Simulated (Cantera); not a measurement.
A closed system holds: 1 mol Fe3O4, 0.029 mol H2O, 0.52 mol O2, held at 1248.15 K and 28.0 mbar.

These are equilibrium values from Cantera (NASA tables, ideal gas, pure condensed phases), not measurements of a reactor. Candidate condensed phases: Fe, FeO, Fe(OH)2, Fe(OH)3, Fe2O3, Fe3O4, H2O; 12 gas species. Rates play no part.

Base state: O2 0.903, H2O 0.0970, OH 1.95e-5 (mole fractions); condensed: Fe2O3(s).

What changes in the equilibrium state with this change: 1.8 mol H2S added?


```json
[
 {"species": "H2O", "before": "0.0970", "after": "0.690"},
 {"species": "SO2", "before": "0", "after": "0.232"},
 {"species": "S2", "before": "0", "after": "0.0403"},
 {"species": "O2", "before": "0.903", "after": "<1e-9"},
 {"species": "H2S", "before": "0", "after": "0.0125"},
 {"species": "H2", "before": "2.03e-8", "after": "0.0238"},
 {"species": "S2O", "before": "0", "after": "0.000942"},
 {"species": "SO", "before": "0", "after": "0.000636"},
 {"species": "SH", "before": "0", "after": "0.000151"},
 {"species": "Fe2O3(s), mol", "before": "1.50", "after": "0"},
 {"species": "FeO(s), mol", "before": "0", "after": "1.63"},
 {"species": "FeS(s), mol", "before": "0", "after": "0.974"},
 {"species": "Fe3O4(s), mol", "before": "0", "after": "0.133"}
]
```
Metal and sulfide melt together well below either melting point, which pure phases cannot show. Mutual solubility and eutectic melting of coexisting phases are not modelled. The tables' stoichiometric FeO is somewhat more stable than real wüstite, so its field is too wide. FeO, FeS: taken at fixed stoichiometry. Gases not in the tables: S3 to S7. Further candidate phases: FeS, FeSO4, FeS2, Fe2(SO4)3, H2SO4, S.
